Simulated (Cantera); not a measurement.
**Transport properties of process gases**

Gas mixture: NO = 0.53 (molar parts), at 1.50 Torr, frozen composition.

Cantera's kinetic-theory transport with the Lennard-Jones parameters of GRI-Mech 3.0, ideal gas; thermal conductivity in the mixture-averaged form. The composition is frozen, though it would react at the higher temperatures.

| T (K) | ρ (kg/m³) | cp (J/kg/K) | μ (µPa s) | λ (mW/m/K) | Pr | D (cm²/s) CO2 | D (cm²/s) C2H2 | D (cm²/s) H2 |
|---|---|---|---|---|---|---|---|---|
| 400 | 0.00180 | 998.6 | 23.1 | 32.4 | 0.712 | 132 | 140 | 641 |
| 650 | 0.00111 | 1054 | 32.3 | 48.2 | 0.706 | 310 | 326 | 1450 |
| 900 | 0.000802 | 1114 | 40.1 | 63.0 | 0.708 | 540 | 567 | 2480 |
| 1150 | 0.000628 | 1153 | 47.0 | 76.7 | 0.707 | 817 | 857 | 3730 |
| 1400 | 0.000516 | 1181 | 53.4 | 89.4 | 0.706 | 1140 | 1190 | 5160 |
| 1650 | 0.000437 | 1202 | 59.4 | 101 | 0.706 | 1490 | 1570 | 6780 |
| 1900 | 0.000380 | 1219 | 65.1 | 112 | 0.706 | 1890 | 1980 | 8560 |
| 2150 | 0.000336 | 1231 | 70.5 | 123 | 0.706 | 2320 | 2430 | 10500 |
| 2400 | 0.000301 | 1240 | 75.7 | 133 | 0.705 | 2780 | 2920 | 12600 |
D: mixture-averaged diffusion coefficient of that species in the mixture.
